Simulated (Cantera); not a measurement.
A perfectly stirred reactor is fed with 5.32 % CO, 2.66 % H2, 1.33 % CH4, 16.2 % O2, 74.5 % N2, equivalence ratio 0.41, at 8250 Torr; it is adiabatic with a 450 K inlet, and is followed from long to short residence time, starting on the burning branch (τ in s: 0.052, 0.028, 0.015, 0.0083, 0.0045, 0.0024, 0.0013, 0.00072, 0.00039, 0.00021, 0.00011, 6.2e-05, 3.4e-05).

Detailed kinetics in Cantera: GRI-Mech 3.0 (53 species, 325 reactions).

x: mole fraction; the columns are a selection and need not sum to one.

```json
[
 {"τ (s)": "0.052", "T (K)": "1419", "x CO": "0.00119", "x H2": "5.60e-5", "x CH4": "2.47e-5", "x H2O": "0.0552", "x HCO": "___"},
 {"τ (s)": "0.028", "T (K)": "1411", "x CO": "0.00214", "x H2": "0.000102", "x CH4": "4.36e-5", "x H2O": "0.0551", "x HCO": "___"},
 {"τ (s)": "0.015", "T (K)": "1395", "x CO": "0.00405", "x H2": "0.000203", "x CH4": "8.31e-5", "x H2O": "0.0549", "x HCO": "___"},
 {"τ (s)": "0.0083", "T (K)": "1350", "x CO": "0.00920", "x H2": "0.000525", "x CH4": "0.000209", "x H2O": "0.0541", "x HCO": "___"},
 {"τ (s)": "0.0045", "T (K)": "450", "x CO": "0.0532", "x H2": "0.0266", "x CH4": "0.0133", "x H2O": "<1e-12", "x HCO": "<1e-12"},
 {"τ (s)": "0.0024", "T (K)": "450", "x CO": "0.0532", "x H2": "0.0266", "x CH4": "0.0133", "x H2O": "<1e-12", "x HCO": "<1e-12"},
 {"τ (s)": "0.0013", "T (K)": "450", "x CO": "0.0532", "x H2": "0.0266", "x CH4": "0.0133", "x H2O": "<1e-12", "x HCO": "<1e-12"},
 {"τ (s)": "0.00072", "T (K)": "450", "x CO": "0.0532", "x H2": "0.0266", "x CH4": "0.0133", "x H2O": "<1e-12", "x HCO": "<1e-12"},
 {"τ (s)": "0.00039", "T (K)": "450", "x CO": "0.0532", "x H2": "0.0266", "x CH4": "0.0133", "x H2O": "<1e-12", "x HCO": "<1e-12"},
 {"τ (s)": "0.00021", "T (K)": "450", "x CO": "0.0532", "x H2": "0.0266", "x CH4": "0.0133", "x H2O": "<1e-12", "x HCO": "<1e-12"},
 {"τ (s)": "0.00011", "T (K)": "450", "x CO": "0.0532", "x H2": "0.0266", "x CH4": "0.0133", "x H2O": "<1e-12", "x HCO": "<1e-12"},
 {"τ (s)": "6.2e-5", "T (K)": "450", "x CO": "0.0532", "x H2": "0.0266", "x CH4": "0.0133", "x H2O": "<1e-12", "x HCO": "<1e-12"},
 {"τ (s)": "3.4e-5", "T (K)": "450", "x CO": "0.0532", "x H2": "0.0266", "x CH4": "0.0133", "x H2O": "<1e-12", "x HCO": "<1e-12"}
]
```

Fill in the missing entries.


- 0.052, x HCO: 1.13e-9
- 0.028, x HCO: 2.20e-9
- 0.015, x HCO: 4.36e-9
- 0.0083, x HCO: 8.59e-9
